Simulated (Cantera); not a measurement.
What does this Cantera script print?

```python
import numpy as np
import cantera as ct

gas_names = """
    B BH BH2 BH3 BO BO2 B2 B2O B2O2 B2O3 B3O3H3 H HBO HBO2 HO2 H2 H2O H2O2 H3B3O6 O OH O2 O3
""".split()
cond_names = """
    B(b) B(L) B2O3(L) B3O3H3(cr) H2O(s) H2O(L)
""".split()


def load(file, names, dense=False):
    # The tables refer to 1 bar. Condensed volumes are neglected.
    table = {s.name: s for s in ct.Species.list_from_file(file)}
    out = []
    for n in names:
        d = dict(table[n].input_data)
        d["thermo"] = dict(d["thermo"], **{"reference-pressure": 1e5})
        if dense:
            d["equation-of-state"] = {"model": "constant-volume", "density": "1e6 g/cm^3"}
        out.append(ct.Species.from_dict(d))
    return out


gas = ct.Solution(thermo="ideal-gas", species=load("nasa_gas.yaml", gas_names))
cond = {s.name: ct.Solution(thermo="fixed-stoichiometry", species=[s], name=s.name)
        for s in load("nasa_condensed.yaml", cond_names, dense=True)}
atoms = {
    'B2O3': {'B': 2, 'O': 3},
    'H2O': {'H': 2, 'O': 1},
}
top_T = {}  # K; cautious upper limits of use, not melting points


def equilibrate(T, P, feed):
    n = {}
    for name, mol in feed.items():
        for a, k in atoms[name].items():
            n[a] = n.get(a, 0.0) + k * mol
    gas.TPX = T, P, n
    mass = sum(n.values()) * gas.mean_molecular_weight
    gas.equilibrate("TP")
    valid = [c for c in cond.values() if c.min_temp <= T <= top_T.get(c.name, c.max_temp)]
    mix = ct.Mixture([(gas, mass / gas.mean_molecular_weight)] + [(c, 0.0) for c in valid])
    mix.T, mix.P = T, P
    mix.equilibrate("TP", solver="vcs", rtol=1e-11, max_steps=5000)
    return mix


results = []
feed = {'B2O3': 1, 'H2O': 0.39}  # mol
T = 1848  # K
for P in [10, 37, 140, 520, 1900, 7200, 27000, 100000]:
    mix = equilibrate(T, P, feed)
    results.append((T, P, feed, dict(zip(mix.species_names, mix.species_moles))))

top = {s: max(r[3][s] / sum(r[3][g] for g in gas_names) for r in results) for s in gas_names}
cols = sorted((s for s in top if top[s] > 0.0001), key=lambda s: -top[s])[:6]
seen = [c for c in cond_names if any(r[3].get(c, 0) > 1e-12 for r in results)]
print("log10 of partial pressures in bar; condensed amounts in mol")
print(f"{'P/Pa':>10s}" + "".join(f"{s[:9]:>10s}" for s in cols + seen))
for T, P, feed, n in results:
    ng = sum(n[g] for g in gas_names)
    print(f"{P:10.4g}" + "".join(f"{np.log10(max(n[s] / ng * P / 1e5, 1e-99)):10.3f}" for s in cols)
          + "".join(f"{n.get(c, 0):10.4g}" for c in seen))
```

It prints:

```
log10 of partial pressures in bar; condensed amounts in mol
      P/Pa       H2O      HBO2      B2O3       BO2        H2         H   B2O3(L)
        10    -5.448    -4.343    -4.331    -5.657    -6.022    -6.287         0
        37    -4.865    -3.764    -3.758    -5.286    -5.608    -6.080         0
       140    -4.277    -3.180    -3.178    -4.906    -5.199    -5.875         0
       520    -3.701    -2.607    -2.606    -4.530    -4.804    -5.677         0
      1900    -2.840    -1.965    -2.183    -4.136    -4.308    -5.430    0.3232
      7200    -1.651    -1.370    -2.183    -3.873    -3.645    -5.098    0.7517
   2.7e+04    -0.821    -0.955    -2.183    -3.719    -3.123    -4.837    0.8829
     1e+05    -0.129    -0.609    -2.183    -3.598    -2.673    -4.612    0.9409
```

Method: chemical equilibrium by Gibbs-energy minimisation in Cantera with the NASA 1993 tables (ideal gas, pure condensed phases).
